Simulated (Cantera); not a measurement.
A closed system holds: 1 mol SiO₂, 1.2 mol C, 1.7 mol H₂, equilibrated at 13300 Pa.

These are equilibrium values from Cantera (NASA tables, ideal gas, pure condensed phases), not measurements of a reactor. Candidate condensed phases: C, C₆H₆, C₇H₈, C₈H₁₈, H₂O, Si, SiC, SiO₂; 123 gas species. Mutual solubility and eutectic melting of coexisting phases are not modelled. The tables hold silica as quartz up to 1696 K and as liquid above; real silica turns to tridymite and cristobalite and melts near 1996 K. Kinetics and transport are ignored.

log p: log10 of the partial pressure in bar; n: condensed amount in mol.

```csv
T (K),log p H₂,log p CO,log p CH₄,log p SiO,log p H,n C(graphite),n SiO₂(β-quartz),n SiC(s)
1023,-0.88,-6.55,-2.88,-10.54,?,1.18,1.000,0
1073,-0.88,-5.82,-3.09,-9.63,?,1.19,1.000,0
1123,-0.88,-5.17,-3.29,-8.80,?,1.19,1.000,0
1173,-0.88,-4.57,-3.46,-8.04,?,1.20,1.000,0.000173
1223,-0.88,-4.02,-3.63,-7.35,?,1.20,0.999,0.000614
1273,-0.88,-3.51,-3.78,-6.71,?,1.19,0.998,0.00197
1323,-0.88,-3.04,-3.92,-6.12,?,1.18,0.994,0.00580
1373,-0.88,-2.61,-4.06,-5.57,?,1.15,0.984,0.0159
1423,-0.90,-2.21,-4.21,-5.07,?,1.08,0.959,0.0411
1473,-0.93,-1.84,-4.38,-4.60,?,0.887,0.896,0.104
```

**Question.** Fill in the missing entries.

**Answer.** 
- 1023, log p H: -8.82
- 1073, log p H: -8.29
- 1123, log p H: -7.81
- 1173, log p H: -7.37
- 1223, log p H: -6.96
- 1273, log p H: -6.59
- 1323, log p H: -6.24
- 1373, log p H: -5.92
- 1423, log p H: -5.63
- 1473, log p H: -5.36
